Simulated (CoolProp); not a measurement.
Vapour-liquid equilibrium of methanol (1) + dimethyl carbonate (2) at 49.25 °C; x and y are mole fractions of (1).

The numbers come from the multi-fluid Helmholtz-energy mixture model, de Reuck 1993 and Zhou 2011; pair parameters Bell 2016 in CoolProp.

**Question.** Give the bubble pressure and the first vapour's composition at x = 0.15, 0.65, 0.85. Is there an azeotrope?

**Answer.** x = 0.15: 39.42 kPa, y = 0.488; x = 0.65: 55.41 kPa, y = 0.752; x = 0.85: 56.43 kPa, y = 0.841. y crosses x between x = 0.75 and 0.85: the model has an azeotrope there.

The pair parameters rest on a limited set of measurements; away from them the model extrapolates. With so large a gap from Raoult's law the liquid may split in two, which this calculation doesn't test in full.
